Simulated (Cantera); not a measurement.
Cantera run:

```python
import numpy as np
import cantera as ct

gas_names = [...]  # 123 gases of nasa_gas.yaml made of C, H, O, Si
cond_names = """
    C(gr) C6H6(L) C7H8(L) C8H18(L),n-octa H2O(s) H2O(L) Si(cr) Si(L) SiC(b) SiO2(Lqz) SiO2(hqz) SiO2(L)
""".split()


# ... load() reads the species with a 1 bar reference pressure and builds the phases ...
atoms = {
    'Si2H6': {'Si': 2, 'H': 6},
    'CO2': {'C': 1, 'O': 2},
    'H2': {'H': 2},
}
top_T = {'C(gr)': 4500, 'SiC(b)': 3050}  # K; cautious upper limits of use, not melting points


# ... equilibrate(T, P, feed) seeds the gas with the atoms and calls Mixture.equilibrate('TP', solver="vcs", rtol=1e-11, max_steps=5000) ...
results = []
feed = {'Si2H6': 1, 'CO2': 6.2, 'H2': 7.7}  # mol
T = 1750  # K
P = 10000  # Pa
mix = equilibrate(T, P, feed)
results.append((T, P, feed, dict(zip(mix.species_names, mix.species_moles))))
print(gas.report(threshold=0.001))
for i in range(1, mix.n_phases):
    print(f"{mix.phase(i).name:16s} {mix.phase_moles(i):12.5e} mol")
```

Result:

```
       temperature   1750 K
          pressure   10000 Pa
           density   0.0093696 kg/m^3
  mean mol. weight   13.633 kg/kmol
   phase of matter   gas

                          1 kg             1 kmol
                     ---------------   ---------------
          enthalpy       -1.8138e+06       -2.4728e+07  J
   internal energy       -2.8811e+06       -3.9278e+07  J
           entropy             18076        2.4643e+05  J/K
    Gibbs function       -3.3446e+07       -4.5597e+08  J
 heat capacity c_p            2677.2             36498  J/K
 heat capacity c_v            2067.3             28184  J/K

                      mass frac. Y      mole frac. X     chem. pot. / RT
                     ---------------   ---------------   ---------------
                CO           0.71211            0.3466           -38.215
               CO2          0.065055          0.020153            -64.23
                H2          0.077288           0.52266           -22.015
               H2O           0.14538           0.11002            -48.03
     [ +119 minor]          0.000171        0.00057647

C(gr)             0.00000e+00 mol
Si(L)             0.00000e+00 mol
SiC(b)            0.00000e+00 mol
SiO2(L)           1.99935e+00 mol
```

These are equilibrium values from Cantera (NASA tables, ideal gas, pure condensed phases), not measurements of a reactor. The feed counts by its element totals alone. The tables hold silica as quartz up to 1696 K and as liquid above; real silica turns to tridymite and cristobalite and melts near 1996 K. Gases not in the tables: Si(OH)4.
